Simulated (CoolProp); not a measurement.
A simple Rankine cycle with n-butane: condensing at 306.15 K, boiler at 0.914 MPa, turbine inlet 353.6 K, turbine efficiency 0.6, pump efficiency 0.6, no recuperator. Each further row changes one setting.

Computed with CoolProp (reference Helmholtz-energy equation of state, Bücker 2006).

```json
[
 {"case": "as stated", "thermal efficiency (%)": "6.1", "net work (kJ/kg)": "25.6", "heat in (kJ/kg)": "421", "turbine exit temperature (K)": "328.7", "volume ratio over the turbine": "3.11"},
 {"case": "turbine inlet 373.6 K", "thermal efficiency (%)": "6.0", "net work (kJ/kg)": "28.1", "heat in (kJ/kg)": "466", "turbine exit temperature (K)": "350.2", "volume ratio over the turbine": "3.05"},
 {"case": "condensing temperature 298.15 K", "thermal efficiency (%)": "7.2", "net work (kJ/kg)": "31.6", "heat in (kJ/kg)": "441", "turbine exit temperature (K)": "324.2", "volume ratio over the turbine": "3.95"},
 {"case": "boiler pressure 0.64 MPa", "thermal efficiency (%)": "4.3", "net work (kJ/kg)": "18.4", "heat in (kJ/kg)": "433", "turbine exit temperature (K)": "338.3", "volume ratio over the turbine": "2.10"},
 {"case": "turbine efficiency 0.5", "thermal efficiency (%)": "5.0", "net work (kJ/kg)": "21.1", "heat in (kJ/kg)": "421", "turbine exit temperature (K)": "331.1", "volume ratio over the turbine": "3.13"}
]
```
